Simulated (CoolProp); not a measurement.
Decamethylcyclopentasiloxane (D5) at several states: density (kg/m³) from the reference equation and from simpler models built on Tc = 345.1 °C, pc = 10.78 bar, ω = 0.631; each cubic takes its own stable root.

Model: reference Helmholtz-energy equation of state, Thol 2019, in CoolProp.

| T (°C) | p (bar) | phase | reference |
|---|---|---|---|
| 122.75 | 3.62 | liquid | 849.5 |
| -35.65 | 14.7 | liquid | 1021 |
| -6.45 | 9.2 | liquid | 988.6 |
| 109.55 | 2.42 | liquid | 863.6 |
| 341.35 | 0.531 | gas | 3.925 |
| -9.65 | 5.36 | liquid | 991.7 |

Problem. How far does each simpler model (van der Waals, Peng-Robinson) lie from the reference over these 6 states: mean and median of the absolute difference, and the worst?

Solution. 
- van der Waals: mean 38.2 %, median 45.6 %, worst -46.5 % at -35.65 °C and 14.7 bar
- Peng-Robinson: mean 4.3 %, median 4.4 %, worst -8.3 % at -35.65 °C and 14.7 bar
